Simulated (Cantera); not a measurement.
An isothermal, constant-pressure homogeneous reactor starts with NH3 : H2 = 1 : 0.37 (molar parts), at 1850 K and 1430 Torr. Integrator tolerance rtol = 1e-08.

Model: the gas-phase N/H chemistry of the illustrative SiF4/NH3 mechanism in the Surface Chemkin manual (1991), integrated in Cantera. Walls and surfaces, which speed up NH3 decomposition in real reactors, are not modelled.

### Question
What does this change do: pressure from 1430 Torr to 240 Torr?

### Answer
| quantity | before | after |
|---|---|---|
| x(NH3) at 4.00 s | 0.00496 (gas-phase equilibrium 1.60e-5) | 0.0102 (gas-phase equilibrium 2.69e-6) |
| x(H2) at 4.00 s | 0.785 (gas-phase equilibrium 0.789) | 0.781 (gas-phase equilibrium 0.788) |
| x(H) at 4.00 s | 0.000345 (gas-phase equilibrium 0.000349) | 0.000658 (gas-phase equilibrium 0.000851) |
| x(N2) at 4.00 s | 0.209 (gas-phase equilibrium 0.211) | 0.208 (gas-phase equilibrium 0.211) |
| x(N) at 4.00 s | 8.69e-9 (gas-phase equilibrium 2.89e-11) | 1.26e-7 (gas-phase equilibrium 7.03e-11) |

### Question
What does this change do: pressure from 1430 Torr to 570 Torr?

### Answer
```csv
quantity,before,after
x(NH3) at 4.00 s,0.00496 (gas-phase equilibrium 1.60e-5),0.00498 (gas-phase equilibrium 6.40e-6)
x(H2) at 4.00 s,0.785 (gas-phase equilibrium 0.789),0.785 (gas-phase equilibrium 0.789)
x(H) at 4.00 s,0.000345 (gas-phase equilibrium 0.000349),0.000530 (gas-phase equilibrium 0.000552)
x(N2) at 4.00 s,0.209 (gas-phase equilibrium 0.211),0.209 (gas-phase equilibrium 0.211)
x(N) at 4.00 s,8.69e-9 (gas-phase equilibrium 2.89e-11),3.17e-8 (gas-phase equilibrium 4.56e-11)
```
